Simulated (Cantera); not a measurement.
Input (Python, Cantera) and output of one run.

```python
import numpy as np
import cantera as ct

gas_names = [...]  # 136 gases of nasa_gas.yaml made of C, H, N, O
cond_names = """
    C(gr) C6H6(L) C7H8(L) C8H18(L),n-octa H2O(s) H2O(L)
""".split()


# ... load() reads the species with a 1 bar reference pressure and builds the phases ...
atoms = {
    'acetone': {'C': 3, 'H': 6, 'O': 1},
    'H2O': {'H': 2, 'O': 1},
    'H2': {'H': 2},
    'NH3': {'N': 1, 'H': 3},
}
top_T = {'C(gr)': 4500}  # K; cautious upper limits of use, not melting points


# ... equilibrate(T, P, feed) seeds the gas with the atoms and calls Mixture.equilibrate('TP', solver="vcs", rtol=1e-11, max_steps=5000) ...
results = []
feed = {'acetone': 1, 'H2O': 0.6, 'H2': 27, 'NH3': 0.12}  # mol
P = 1333.22  # Pa
for T in [550, 750, 950, 1150, 1350, 1550, 1750, 1950, 2150, 2350, 2550]:
    mix = equilibrate(T, P, feed)
    results.append((T, P, feed, dict(zip(mix.species_names, mix.species_moles))))
    x = sorted(zip(gas.X, gas.species_names), reverse=True)
    print(f"T = {T:g} K  P = {P:g} Pa  gas = {mix.phase_moles(0):.4g} mol")
    print("   x: " + "  ".join(f"{s} {v:.3e}" for v, s in x if v > 1e-06))
    print("   condensed (mol): " + ("  ".join(f"{mix.phase(i).name} {mix.phase_moles(i):.4g}"
          for i in range(1, mix.n_phases) if mix.phase_moles(i) > 1e-12) or "none"))
```

It prints:

```
T = 550 K  P = 1333.22 Pa  gas = 27.84 mol
   x: H2 8.326e-01  CH4 1.078e-01  H2O 5.747e-02  N2 2.131e-03  NH3 4.936e-05  CO2 2.402e-06
   condensed (mol): none
T = 750 K  P = 1333.22 Pa  gas = 30.52 mol
   x: H2 9.135e-01  CH4 3.554e-02  H2O 2.392e-02  CO 2.159e-02  CO2 3.459e-03  N2 1.965e-03  NH3 2.636e-06
   condensed (mol): C(gr) 1.151
T = 950 K  P = 1333.22 Pa  gas = 32.35 mol
   x: H2 9.467e-01  CO 4.877e-02  CH4 2.003e-03  N2 1.854e-03  H2O 5.749e-04  CO2 5.306e-05
   condensed (mol): C(gr) 1.356
T = 1150 K  P = 1333.22 Pa  gas = 32.43 mol
   x: H2 9.485e-01  CO 4.931e-02  N2 1.849e-03  CH4 2.807e-04  H2O 2.924e-05  HCN 1.750e-06  CO2 1.279e-06
   condensed (mol): C(gr) 1.392
T = 1350 K  P = 1333.22 Pa  gas = 32.44 mol
   x: H2 9.487e-01  CO 4.932e-02  N2 1.843e-03  CH4 6.918e-05  H 2.010e-05  HCN 1.362e-05  H2O 3.575e-06  C2H2,acetylene 1.175e-06
   condensed (mol): C(gr) 1.397
T = 1550 K  P = 1333.22 Pa  gas = 32.44 mol
   x: H2 9.485e-01  CO 4.932e-02  N2 1.818e-03  H 2.656e-04  HCN 6.174e-05  CH4 2.438e-05  C2H2,acetylene 1.522e-05  HNC 1.219e-06
   condensed (mol): C(gr) 1.396
T = 1750 K  P = 1333.22 Pa  gas = 32.47 mol
   x: H2 9.467e-01  CO 4.927e-02  H 1.960e-03  N2 1.747e-03  HCN 1.943e-04  C2H2,acetylene 1.088e-04  CH4 1.091e-05  HNC 6.570e-06
   condensed (mol): C(gr) 1.386
T = 1950 K  P = 1333.22 Pa  gas = 32.6 mol
   x: H2 9.387e-01  CO 4.908e-02  H 9.619e-03  N2 1.595e-03  C2H2,acetylene 5.130e-04  HCN 4.663e-04  HNC 2.414e-05  CH4 5.716e-06  CH3 1.167e-06
   condensed (mol): C(gr) 1.35
T = 2150 K  P = 1333.22 Pa  gas = 33.02 mol
   x: H2 9.126e-01  CO 4.846e-02  H 3.489e-02  C2H2,acetylene 1.768e-03  N2 1.338e-03  HCN 8.919e-04  HNC 6.527e-05  CH4 3.260e-06  CH3 2.409e-06  C2H 2.030e-06  C4H2 1.390e-06  CN 1.104e-06
   condensed (mol): C(gr) 1.251
T = 2350 K  P = 1333.22 Pa  gas = 34.14 mol
   x: H2 8.465e-01  H 9.938e-02  CO 4.687e-02  C2H2,acetylene 4.670e-03  HCN 1.380e-03  N2 9.968e-04  HNC 1.344e-04  C2H 2.803e-05  C4H2 1.058e-05  CN 7.479e-06  CH3 4.058e-06  C3 3.097e-06  C2H2,vinylidene 2.118e-06  CH4 1.859e-06  C 1.390e-06
   condensed (mol): C(gr) 1.025
T = 2550 K  P = 1333.22 Pa  gas = 36.63 mol
   x: H2 7.153e-01  H 2.285e-01  CO 4.368e-02  C2H2,acetylene 9.512e-03  HCN 1.727e-03  N2 6.504e-04  C2H 2.421e-04  HNC 2.139e-04  C3 7.990e-05  C4H2 5.234e-05  CN 3.420e-05  C 2.449e-05  C2H2,vinylidene 8.751e-06  C2 7.432e-06  CH3 5.368e-06  CH2 3.604e-06  CH 2.574e-06
   condensed (mol): C(gr) 0.5938
```

Equilibrium computed with Cantera from the NASA thermochemical tables; the gas is ideal and each condensed phase is pure. The feed counts by its element totals alone.
